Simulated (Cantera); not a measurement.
Feed: 1 mol BN, 0.61 mol Cl2, at 16.5 Torr.

Equilibrium computed with Cantera from the NASA thermochemical tables; the gas is ideal and each condensed phase is pure. Candidate condensed phases: B, BN; 10 gas species. The numbers say what is thermodynamically allowed, not how fast it happens. All values below are at 998 K.

Base state: BCl3 0.667, N2 0.333 (mole fractions); condensed: BN(s).

**Question.** What changes in the equilibrium state with this change: Cl2 from 0.61 to 3.8 mol?

**Answer.** 
```tsv
species	before	after
Cl2	1.26e-7	0.604
BCl3	0.667	0.263
N2	0.333	0.131
Cl	9.03e-7	0.00197
BN(s), mol	0.593	0
```
